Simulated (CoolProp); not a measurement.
A simple Rankine cycle with water: condensing at 294.15 K, boiler at 6.61 MPa, turbine inlet 557.2 K, turbine efficiency 0.6, pump efficiency 0.7, no recuperator. Each further row changes one setting.

Computed with CoolProp (reference Helmholtz-energy equation of state, Wagner 2002).

| case | thermal efficiency (%) | net work (kJ/kg) | heat in (kJ/kg) | turbine exit temperature (K) | volume ratio over the turbine |
|---|---|---|---|---|---|
| as stated | 23.4 | (withheld) | 2690 | 294.1 | 1550 |
| turbine inlet 577.2 K | 23.6 | (withheld) | (withheld) | 294.1 | 1450 |
| condensing temperature 286.15 K | 24.1 | 658 | 2720 | 286.1 | (withheld) |
| boiler pressure 4.63 MPa | 22.9 | 639 | 2790 | 294.1 | 1020 |
| turbine efficiency 0.5 | 19.5 | (withheld) | 2690 | 294.1 | 1630 |

Q: Complete the blanks.

A: 
- as stated, net work (kJ/kg): 631
- turbine inlet 577.2 K, net work (kJ/kg): 656
- turbine inlet 577.2 K, heat in (kJ/kg): 2780
- condensing temperature 286.15 K, volume ratio over the turbine: 2500
- turbine efficiency 0.5, net work (kJ/kg): 524

The expansion ends wet for: as stated; turbine inlet 577.2 K; condensing temperature 286.15 K; boiler pressure 4.63 MPa; turbine efficiency 0.5.
